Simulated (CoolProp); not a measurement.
Vapour-liquid equilibrium of propane (1) + R134a (2) at 268.3 K; x and y are mole fractions of (1).

Computed with CoolProp (multi-fluid Helmholtz-energy mixture model, Lemmon 2009 and Tillner-Roth 1994; pair parameters Bell 2016).

```csv
x,"bubble pressure, mixture model (kPa)","bubble pressure, Raoult's law (kPa)","y, mixture model","y, Raoult's law"
0.05,322.0,252.9,0.258,0.081
0.2,445.1,277.4,0.504,0.294
0.35,487.2,301.9,0.576,0.473
0.5,502.0,326.4,0.613,0.625
0.65,506.6,350.8,0.649,0.756
0.8,497.5,375.3,0.715,0.870
0.95,446.0,399.8,0.881,0.969
```

The largest gap from Raoult's law is +61.4 % in bubble pressure, at x = 0.35. y crosses x between x = 0.5 and 0.65: the model has an azeotrope there.

Pair parameters are fitted to limited data, so mixtures are less certain than the pure fluids. With so large a gap from Raoult's law the liquid may split in two, which this calculation doesn't test in full.
